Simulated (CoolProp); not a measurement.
Ethanol along the isobar 91.6 bar: fugacity coefficient from the reference equation and from simpler models built on Tc = 514.7 K, pc = 62.68 bar, ω = 0.644; each cubic takes its own stable root.

Values from CoolProp's reference Helmholtz-energy equation of state, Schroeder 2014.

```
T (K)          phase  reference
-----  -------------  ---------
378           liquid    0.03262
394.2         liquid    0.05295
410.5         liquid    0.08175
426.7         liquid     0.1200
442.9         liquid     0.1689
459.2         liquid     0.2292
475.4         liquid     0.2998
491.7         liquid     0.3804
507.9         liquid     0.4677
524.2  supercritical     0.5582
```

Question: How far does each simpler model (van der Waals, Soave-Redlich-Kwong, Peng-Robinson) lie from the reference over these 10 states: mean and median of the absolute difference, and the worst?

Answer: 
- van der Waals: mean 148.1 %, median 88.4 %, worst +501.8 % at 378 K and 91.6 bar
- Soave-Redlich-Kwong: mean 3.9 %, median 4.3 %, worst +6.1 % at 394.2 K and 91.6 bar
- Peng-Robinson: mean 2.8 %, median 2.7 %, worst -5.8 % at 524.2 K and 91.6 bar
